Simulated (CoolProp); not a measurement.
R1234yf at several states: Z from the reference equation and from simpler models built on Tc = 367.8 K, pc = 3384 kPa, ω = 0.276; each cubic takes its own stable root.

The numbers come from the reference Helmholtz-energy equation of state, Lemmon 2022 in CoolProp.

```
T (K)  p (kPa)   phase  reference
-----  -------  ------  ---------
188.6     4420  liquid     0.2272
284.5     9920  liquid     0.4038
258.6      211  liquid   0.009170
211.4     38.1  liquid   0.001832
```

Question: How far does each simpler model (Soave-Redlich-Kwong, Peng-Robinson) lie from the reference over these 4 states: mean and median of the absolute difference, and the worst?

Answer: 
- Soave-Redlich-Kwong: mean 11.9 %, median 12.1 %, worst +12.6 % at 188.6 K and 4420 kPa
- Peng-Robinson: mean 0.9 %, median 0.7 %, worst -1.7 % at 284.5 K and 9920 kPa
